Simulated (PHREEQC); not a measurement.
A solution holds 0.021 mol Na2HAsO4 and 0.00034 mol K2SiO3 per kg of water, at 25 °C. Closed to the air; pH follows from the charge balance.

The numbers come from PHREEQC with the ion-association model, wateq4f.dat.

| quantity | before | after |
|---|---|---|
| pH | 9.59 | 9.02 |
| ionic strength (mol/kgw) | 0.0647 | 0.0631 |

Question: Which change was made?
A. Na2HAsO4 replaced by Na2CO3 at the same molality
B. Na2HAsO4 left out
C. K2SiO3 left out
D. K2SiO3 from 0.00034 to 0.000306 mol/kgw
E. temperature from 25 to 40 °C

Answer: C, K2SiO3 left out

This is a speciation only: nothing precipitates in the calculation. Some of these states are supersaturated (in Quartz (slow to form), for instance).
